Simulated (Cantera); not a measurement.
A closed system holds: 1 mol Ca(OH)2, 0.23 mol C, 0.15 mol H2O, at 1048 K and 0.0825 Torr.

Equilibrium computed with Cantera from the NASA thermochemical tables; the gas is ideal and each condensed phase is pure. Candidate condensed phases: C, C6H6, C7H8, C8H18, Ca, CaCO3, CaO, Ca(OH)2, H2O; 115 gas species. Rates play no part.

Base state: H2O 0.550, H2 0.283, CO2 0.116, CO 0.0504 (mole fractions); condensed: CaO(s).

What changes in the equilibrium state with this change: H2O from 0.15 to 0.56 mol?


```tsv
species	before	after
H2O	0.550	0.644
H2	0.283	0.228
CO2	0.116	0.0990
CO	0.0504	0.0295
CaO(s), mol	1.00	1.00
```

What changes in the equilibrium state with this change: H2O from 0.15 to 1.1 mol?


```csv
species,before,after
H2O,0.550,0.721
H2,0.283,0.180
CO2,0.116,0.0815
CO,0.0504,0.0172
"CaO(s), mol",1.00,1.00
```
